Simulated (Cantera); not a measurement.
What does this Cantera script print?

```python
import numpy as np
import cantera as ct

gas_names = """
    H HNO HNO2 HNO3 HO2 H2 H2O H2O2 N NH NH2 NH3 NH2OH NO NO2 NO3 N2 N2H2 N2H4 N2O O OH O2 O3 V VN VO
    VO2
""".split()
cond_names = """
    H2O(s) H2O(L) V(cr) V(L) VN(s) VO(s) VO(L) V2O3(s) V2O3(L) V2O4(I) V2O4(II) V2O4(L) V2O5(s) V2O5(L)
""".split()


# ... load() reads the species with a 1 bar reference pressure and builds the phases ...
atoms = {
    'V': {'V': 1},
    'N2O': {'N': 2, 'O': 1},
    'H2': {'H': 2},
}
top_T = {'VN(s)': 2300}  # K; cautious upper limits of use, not melting points


# ... equilibrate(T, P, feed) seeds the gas with the atoms and calls Mixture.equilibrate('TP', solver="vcs", rtol=1e-11, max_steps=5000) ...
results = []
T = 2025  # K
P = 2900  # Pa
for m in [2.6, 4.5, 8, 14, 25, 44, 78, 140, 240, 430]:
    feed = {'V': 1, 'N2O': 4.5, 'H2': m}  # mol
    mix = equilibrate(T, P, feed)
    results.append((T, P, feed, dict(zip(mix.species_names, mix.species_moles))))

top = {s: max(r[3][s] / sum(r[3][g] for g in gas_names) for r in results) for s in gas_names}
cols = sorted((s for s in top if top[s] > 1e-06), key=lambda s: -top[s])[:6]
seen = [c for c in cond_names if any(r[3].get(c, 0) > 1e-12 for r in results)]
print("log10 of partial pressures in bar; condensed amounts in mol")
print(f"{'n(H2)':>10s}" + "".join(f"{s[:9]:>10s}" for s in cols + seen))
for T, P, feed, n in results:
    ng = sum(n[g] for g in gas_names)
    print(f"{feed['H2']:10.4g}" + "".join(f"{np.log10(max(n[s] / ng * P / 1e5, 1e-99)):10.3f}" for s in cols)
          + "".join(f"{n.get(c, 0):10.4g}" for c in seen))
```

Result:

```
log10 of partial pressures in bar; condensed amounts in mol
     n(H2)        H2        N2       H2O       VO2         H        O2     VO(s)   V2O3(s)   V2O4(L)
       2.6    -3.501    -1.749    -2.003    -3.216    -4.466    -3.922         0    0.1003    0.3231
       4.5    -2.317    -1.842    -2.023    -3.818    -3.874    -6.330         0    0.4762         0
         8    -1.941    -1.984    -2.164    -4.077    -3.686    -7.364         0    0.4817         0
        14    -1.769    -2.154    -2.334    -4.248    -3.600    -8.048         0    0.4815         0
        25    -1.670    -2.357    -2.537    -4.399    -3.551    -8.650         0    0.4788         0
        44    -1.616    -2.573    -2.753    -4.534    -3.524    -9.192         0    0.4738         0
        78    -1.584    -2.804    -2.984    -4.665    -3.508    -9.718         0    0.4654         0
       140    -1.567    -3.047    -3.166    -4.814    -3.499   -10.115    0.9086         0         0
       240    -1.557    -3.275    -3.394    -5.052    -3.494   -10.592       0.9         0         0
       430    -1.551    -3.525    -3.644    -5.308    -3.491   -11.104    0.8806         0         0
```

Cantera equilibrium calculation (NASA polynomials, part measured and part estimated; ideal gas, pure solids and liquids). Mutual solubility and eutectic melting of coexisting phases are not modelled. VO: taken at fixed stoichiometry. Condensed phases not in the tables: the oxides between V2O3 and V2O5 other than VO2.
